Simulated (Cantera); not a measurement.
An isothermal, constant-pressure homogeneous reactor starts with 34.5 % N2O, 0.0758 % H2, 65.5 % N2, at 1550 K and 1.00 atm.

Cantera simulation using GRI-Mech 3.0 (53 species, 325 reactions); the numbers are that mechanism's predictions, not measurements. GRI-Mech 3.0 was tuned for natural gas; its chemistry of N2O as a main component is partial and can be far from experiment. The temperature is held fixed by assumption; the heat of reaction is taken as removed at once.

x: mole fraction; the columns are a selection and need not sum to one.

| t (s) | x N2O | x H2 | x H2O | x H2O2 | x HO2 | x NO |
|---|---|---|---|---|---|---|
| 0.000600 | 0.321 | ___ | 0.000675 | 5.57e-9 | 3.05e-6 | 0.00488 |
| 0.00173 | 0.283 | ___ | 0.000713 | 2.10e-9 | 9.86e-7 | 0.0133 |
| 0.00500 | 0.200 | ___ | 0.000687 | 1.78e-9 | 4.12e-7 | 0.0310 |
| 0.0144 | 0.0830 | ___ | 0.000653 | 1.30e-9 | 1.76e-7 | 0.0535 |
| 0.0416 | 0.0122 | ___ | 0.000639 | 4.60e-10 | 6.70e-8 | 0.0629 |
| 0.120 | 0.000189 | ___ | 0.000642 | 7.12e-11 | 1.62e-8 | 0.0633 |
| 0.346 | 1.45e-6 | 6.87e-9 | 0.000643 | 6.05e-11 | 1.41e-8 | 0.0632 |
| 1.000 | 1.44e-6 | 6.87e-9 | 0.000643 | 6.05e-11 | 1.41e-8 | 0.0631 |
| 2.88 | 1.43e-6 | 6.86e-9 | 0.000643 | 6.05e-11 | 1.41e-8 | 0.0628 |
| 8.32 | 1.39e-6 | 6.85e-9 | 0.000643 | 6.07e-11 | 1.41e-8 | 0.0619 |
| 24.0 | 1.29e-6 | 6.81e-9 | 0.000643 | 6.10e-11 | 1.42e-8 | 0.0595 |
| 69.3 | 1.05e-6 | 6.72e-9 | 0.000643 | 6.17e-11 | 1.45e-8 | 0.0535 |
| 200 | 6.52e-7 | 6.55e-9 | 0.000643 | 6.33e-11 | 1.51e-8 | 0.0409 |

Question: Complete the blanks.

Answer: 
- 0.000600, x H2: 4.07e-5
- 0.00173, x H2: 7.93e-7
- 0.00500, x H2: 1.02e-7
- 0.0144, x H2: 9.30e-8
- 0.0416, x H2: 3.95e-8
- 0.120, x H2: 7.82e-9
